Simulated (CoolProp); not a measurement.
Aqueous methanol as a coolant, 17 % by mass, freezing at -12.3 °C, 1 atm.

Values from CoolProp's Melinder's fits for secondary coolants.

```
T (°C)  cp (kJ/(kg K))  viscosity (mPa s)  density (kg/m³)  Prandtl number
------  --------------  -----------------  ---------------  --------------
-10.4            4.104                  ?            977.2            42.6
-1.8             4.123               3.28            976.3               ?
6.7              4.135               2.35            974.7            20.1
15.3             4.141               1.75            972.6            14.7
23.9             4.140               1.36            969.9            11.1
32.4                 ?               1.08            966.7            8.72
```

Task: Complete the blanks.

Result: 
- -10.4, viscosity (mPa s): 4.81
- -1.8, Prandtl number: 28.5
- 32.4, cp (kJ/(kg K)): 4.132
